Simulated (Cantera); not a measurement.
Adiabatic ignition

An adiabatic, constant-volume homogeneous reactor starts with 6.76 % CH4, 19.6 % O2, 73.6 % N2, equivalence ratio 0.69, at 1725 K and 1000000 Pa.

Cantera simulation using GRI-Mech 3.0 (53 species, 325 reactions); the numbers are that mechanism's predictions, not measurements. Above 3000 K some thermodynamic fits are extrapolated.

```csv
t (s),T (K),P (bar),x CH4,x O2,x CH3,x CH2CO,x HCN
9.00e-6,1727,10.0,0.0665,0.195,0.000450,1.05e-7,1.44e-12
3.44e-5,3029,18.0,<1e-12,0.0608,<1e-12,<1e-12,8.38e-10
0.000132,3004,17.8,<1e-12,0.0537,<1e-12,<1e-12,1.63e-9
0.000503,2999,17.8,<1e-12,0.0521,<1e-12,<1e-12,1.80e-9
0.00192,2999,17.8,<1e-12,0.0521,<1e-12,<1e-12,1.80e-9
0.00735,2999,17.8,<1e-12,0.0521,<1e-12,<1e-12,1.80e-9
0.0281,2999,17.8,<1e-12,0.0521,<1e-12,<1e-12,1.80e-9
0.107,2999,17.8,<1e-12,0.0521,<1e-12,<1e-12,1.80e-9
0.411,2999,17.8,<1e-12,0.0521,<1e-12,<1e-12,1.80e-9
1.57,2999,17.8,<1e-12,0.0521,<1e-12,<1e-12,1.80e-9
6.00,2999,17.8,<1e-12,0.0521,<1e-12,<1e-12,1.80e-9
```
x: mole fraction; the columns are a selection and need not sum to one.

The time of steepest temperature rise is 24.3 µs, the temperature at 6.00 s comes out as 2999 K and the equilibrium temperature is 2999 K. The x(CH4) at 6.00 s is <1e-12 (gas-phase equilibrium <1e-12). The x(O2) at 6.00 s is 0.0521 (gas-phase equilibrium 0.0521). The x(CH3) at 6.00 s is <1e-12 (gas-phase equilibrium <1e-12).
